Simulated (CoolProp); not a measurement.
Vapour-liquid equilibrium of dimethyl ether (1) + methanol (2) at -42.05 °C; x and y are mole fractions of (1).

Computed with CoolProp (multi-fluid Helmholtz-energy mixture model, Wu 2011 and de Reuck 1993; pair parameters Bell 2016).

```
x      bubble pressure (kPa)  y at the bubble point  dew pressure at overall composition x (kPa)  liquid density (mol/L)
-----  ---------------------  ---------------------  -------------------------------------------  ----------------------
0.05                   6.022                  0.973                                       0.1759                   25.85
0.125                  13.37                  0.988                                       0.1909                   24.89
0.2                    19.14                  0.992                                       0.2087                   23.98
0.275                  23.58                  0.994                                       0.2303                   23.12
0.35                   26.94                  0.994                                       0.2567                   22.30
0.425                  29.49                  0.995                                       0.2901                   21.51
0.5                    31.49                  0.995                                       0.3335                   20.76
0.575                  33.16                  0.996                                       0.3922                   20.04
0.65                   34.69                  0.996                                       0.4760                   19.35
0.725                  36.25                  0.996                                       0.6053                   18.68
0.8                    38.01                  0.997                                       0.8310                   18.05
0.875                  40.11                  0.998                                        1.325                   17.44
0.95                   42.69                  0.999                                        3.271                   16.84
```

No azeotrope shows between x = 0.05 and 0.95.

Pair parameters are fitted to limited data, so mixtures are less certain than the pure fluids. With so large a gap from Raoult's law the liquid may split in two, which this calculation doesn't test in full.
